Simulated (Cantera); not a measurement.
**Titanium nitride, carbide and oxide coatings: Ti(OiPr)₄ + O₂ + H₂**

Charge: 1 mol Ti(OiPr)₄, 0.38 mol O₂, 1.3 mol H₂, held at 0.890 bar.

Cantera equilibrium calculation (NASA polynomials, part measured and part estimated; ideal gas, pure solids and liquids). Candidate condensed phases: C, C₆H₆, C₇H₈, C₈H₁₈, H₂O, Ti, TiC, TiO, TiO₂, Ti₂O₃, Ti₃O₅, Ti₄O₇; 113 gas species. The feed counts by its element totals alone. TiC: taken at fixed stoichiometry. Kinetics and transport are ignored.

From 1700 K to 2150 K the condensed part is C(graphite) + TiC(s).

```tsv
T (K)	x H₂	x CO	x H	x C₂H₂ (acetylene)	x CH₄	x H₂O	x CH₃	n C(graphite)	n TiC(s)
1700	0.762	0.237	0.000136	5.59e-5	0.000566	7.76e-5	2.06e-6	6.23	1.00
1750	0.762	0.237	0.000215	8.75e-5	0.000472	5.92e-5	2.70e-6	6.23	1.00
1800	0.762	0.237	0.000331	0.000134	0.000397	4.59e-5	3.50e-6	6.23	1.00
1850	0.762	0.237	0.000498	0.000199	0.000338	3.60e-5	4.45e-6	6.23	1.00
1900	0.761	0.237	0.000734	0.000291	0.000290	2.87e-5	5.60e-6	6.22	1.00
1950	0.761	0.237	0.00106	0.000416	0.000251	2.31e-5	6.96e-6	6.22	1.00
2000	0.761	0.237	0.00150	0.000584	0.000218	1.88e-5	8.55e-6	6.21	1.00
2050	0.760	0.237	0.00210	0.000807	0.000192	1.55e-5	1.04e-5	6.20	1.00
2100	0.759	0.237	0.00288	0.00110	0.000169	1.29e-5	1.25e-5	6.19	1.00
2150	0.758	0.237	0.00389	0.00147	0.000150	1.08e-5	1.49e-5	6.18	1.00
```
x: gas mole fraction; n: condensed amount in mol.
